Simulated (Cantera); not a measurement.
Charge: 1 mol Al2O3, 67 mol H2, 0.39 mol N2, at 1750 °C and 0.710 bar.

Method: chemical equilibrium by Gibbs-energy minimisation in Cantera with the NASA 1993 tables (ideal gas, pure condensed phases). Candidate condensed phases: Al, AlN, Al2O3, H2O; 35 gas species. Equilibrium is a limit: real reactors are often held back by kinetics, nucleation or transport.

Base state: H2 0.992, N2 0.00578, H 0.00225, H2O 0.000147, Al 5.22e-5, Al2O 2.34e-5, AlH 1.16e-5 (mole fractions); condensed: Al2O3(s).

What changes in the equilibrium state with this change: pressure from 0.710 bar to 0.133 bar?


| species | before | after |
|---|---|---|
| H2 | 0.992 | 0.989 |
| N2 | 0.00578 | 0.00577 |
| H | 0.00225 | 0.00518 |
| H2O | 0.000147 | 0.000267 |
| Al | 5.22e-5 | 0.000113 |
| AlOH | 8.09e-6 | 1.38e-5 |
| Al2O | 2.34e-5 | 3.74e-5 |
| Al2O3(s), mol | 0.996 | 0.993 |
The tables' values for AlOH are old estimates; treat these amounts as uncertain.

What changes in the equilibrium state with this change: pressure from 0.710 bar to 9.70 mbar?


```tsv
species	before	after
H2	0.992	0.974
H	0.00225	0.0191
N2	0.00578	0.00573
H2O	0.000147	0.000703
Al	5.22e-5	0.000354
AlOH	8.09e-6	3.11e-5
Al2O	2.34e-5	7.19e-5
Al2O3(s), mol	0.996	0.982
```
The tables' values for AlOH are old estimates; treat these amounts as uncertain.
